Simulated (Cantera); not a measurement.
Standard-state values (1 bar) from the NASA 1993 polynomials, evaluated with Cantera. Values are per mole of reaction as written; species without (g) are pure solids or liquids, kept so even where they would boil at 1 bar.

Problem. Between 300 and 1200 K, where is each reaction favourable under standard conditions?
- 2 HF(g) + 2 CsCl ⇌ F2(g) + 2 Cs + 2 HCl(g)

Solution. 
- 2 HF(g) + 2 CsCl ⇌ F2(g) + 2 Cs + 2 HCl(g): ΔG° is 1187 kJ at 300 K and 1026 kJ at 1200 K; it stays positive (K < 1). ΔH° is 1183 kJ and ΔS° 130 J/K at 1200 K.
